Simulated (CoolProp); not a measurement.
A simple Rankine cycle with n-octane: condensing at 312.15 K, boiler at 0.638 MPa, turbine inlet 619 K, turbine efficiency 0.9, pump efficiency 0.7, no recuperator. Each further row changes one setting.

Model: reference Helmholtz-energy equation of state, Beckmüller 2019, in CoolProp.

```tsv
case	thermal efficiency (%)	net work (kJ/kg)	heat in (kJ/kg)	turbine exit temperature (K)	volume ratio over the turbine
as stated	17.7	188	1060	547.3	154
condensing temperature 304.15 K	18.7	203	1080	541.8	231
boiler pressure 0.447 MPa	16.6	177	1070	552.9	106
turbine efficiency 0.8	15.7	167	1060	555.1	156
```
